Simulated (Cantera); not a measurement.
A closed system holds: 1 mol TiO2, 0.47 mol CH4, 0.49 mol CO, equilibrated at 1523 K.

Cantera equilibrium calculation (NASA polynomials, part measured and part estimated; ideal gas, pure solids and liquids). Candidate condensed phases: C, C6H6, C7H8, C8H18, H2O, Ti, TiC, TiO, TiO2, Ti2O3, Ti3O5, Ti4O7; 113 gas species. Mutual solubility and eutectic melting of coexisting phases are not modelled. Condensed phases not in the tables: Magnéli phases beyond Ti4O7. The numbers say what is thermodynamically allowed, not how fast it happens.

x: gas mole fraction; n: condensed amount in mol.

```csv
P (Pa),x H2,x CO,x CH4,x H2O,x H,x CO2,x C2H4,n Ti2O3(s),n Ti3O5(s),n C(graphite),n Ti4O7(s)
10,0.493,0.505,1.05e-11,0.000194,0.00162,7.38e-5,<1e-12,0.412,0.0590,0,0
68,0.494,0.505,4.88e-10,0.000194,0.000623,7.39e-5,<1e-12,0.412,0.0590,0,0
460,0.494,0.505,?,0.000194,?,7.39e-5,<1e-12,0.412,0.0590,0,0
3200,0.494,0.505,1.08e-6,0.000194,9.09e-5,7.39e-5,7.57e-11,0.412,0.0590,0,0
22000,0.494,0.505,5.12e-5,0.000194,3.46e-5,7.39e-5,2.46e-8,0.411,0.0592,0,0
150000,0.531,0.467,?,?,?,?,?,0,?,?,0
1000000,0.549,0.440,0.00693,0.00352,5.41e-6,0.00105,8.07e-6,0,0,0.216,0.250
```

Question: Complete the blanks.

Answer: 
- 460, x CH4: 2.24e-8
- 460, x H: 0.000240
- 150000, x CH4: 0.000976
- 150000, x H2O: 0.000543
- 150000, x H: 1.38e-5
- 150000, x CO2: 0.000178
- 150000, x C2H4: 1.14e-6
- 150000, n Ti3O5(s): 0.333
- 150000, n C(graphite): 0.136
